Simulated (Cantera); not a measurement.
A Cantera script and its output.

```python
import numpy as np
import cantera as ct

gas = ct.Solution("h2o2.yaml")
gas.TPX = 648, 14000, {'H2': 1, 'O2': 0.417, 'N2': 1.54, 'H2O': 0.15}
flame = ct.FreeFlame(gas, width=0.16)
flame.set_refine_criteria(ratio=3, slope=0.08, curve=0.16)
flame.transport_model = "mixture-averaged"
flame.solve(loglevel=0, auto=True)
z, T = flame.grid, flame.T
thick = (T[-1] - T[0]) / np.gradient(T, z).max()
show = ['H2', 'O2', 'H', 'O', 'H2O', 'H2O2']
print(f"laminar burning velocity  {flame.velocity[0] * 100:.3f} cm/s")
print(f"burnt temperature         {T[-1]:.1f} K")
print(f"thermal thickness         {thick * 1e3:.4f} mm")
print(f"grid points               {len(z)}")
z0 = z[flame.heat_release_rate.argmax()]
print(f"{'z/mm':>9s}{'T/K':>9s}{'u/(m/s)':>9s}" + "".join(f"{s:>11s}" for s in show))
rows = []
for k in (-3, -2, -1.5, -1, -0.5, -0.25, 0, 0.25, 0.5, 1, 2, 4, 8):
    zz = z0 + k * thick
    rows.append([k * thick, np.interp(zz, z, T), np.interp(zz, z, flame.velocity),
                 *(np.interp(zz, z, flame.X[gas.species_index(s)]) for s in show)])
    print(f"{rows[-1][0] * 1e3:9.3f}{rows[-1][1]:9.1f}{rows[-1][2]:9.3f}" + "".join(f"{x:11.3e}" for x in rows[-1][3:]))
```

Result:

```
laminar burning velocity  738.737 cm/s
burnt temperature         2410.1 K
thermal thickness         6.1578 mm
grid points               143
     z/mm      T/K  u/(m/s)         H2         O2          H          O        H2O       H2O2
  -18.473    648.0    7.387  3.219e-01  1.342e-01  4.130e-15  1.066e-16  4.828e-02  2.094e-14
  -12.316    648.0    7.387  3.219e-01  1.342e-01  2.919e-12  6.758e-14  4.828e-02  2.171e-14
   -9.237    648.0    7.387  3.219e-01  1.342e-01  3.296e-10  6.420e-12  4.828e-02  5.300e-14
   -6.158    648.0    7.387  3.219e-01  1.342e-01  1.220e-07  1.916e-09  4.828e-02  2.294e-11
   -3.079    652.0    7.429  3.210e-01  1.341e-01  2.295e-04  5.373e-06  4.857e-02  2.831e-07
   -1.539    746.4    8.433  3.029e-01  1.311e-01  7.556e-03  2.371e-04  5.774e-02  6.272e-07
    0.000   1121.8   12.325  1.674e-01  8.392e-02  6.948e-02  6.804e-03  1.564e-01  6.928e-07
    1.539   1387.7   15.042  7.232e-02  2.829e-02  1.008e-01  1.206e-02  2.575e-01  8.432e-07
    3.079   1499.8   16.138  6.887e-02  2.241e-02  9.235e-02  1.212e-02  2.689e-01  6.760e-07
    6.158   1633.2   17.405  7.230e-02  1.971e-02  7.801e-02  1.136e-02  2.757e-01  4.214e-07
   12.316   1782.5   18.781  7.475e-02  1.673e-02  6.267e-02  9.877e-03  2.847e-01  2.247e-07
   24.631   1938.3   20.171  7.536e-02  1.346e-02  4.786e-02  7.865e-03  2.960e-01  1.177e-07
   49.262   2090.4   21.486  7.406e-02  1.011e-02  3.468e-02  5.662e-03  3.089e-01  6.738e-08
```

Computed with Cantera and the H2/O2 subset of GRI-Mech 3.0, which has no nitrogen chemistry. Burning velocities carry a grid error of a few per cent, more on coarse grids.
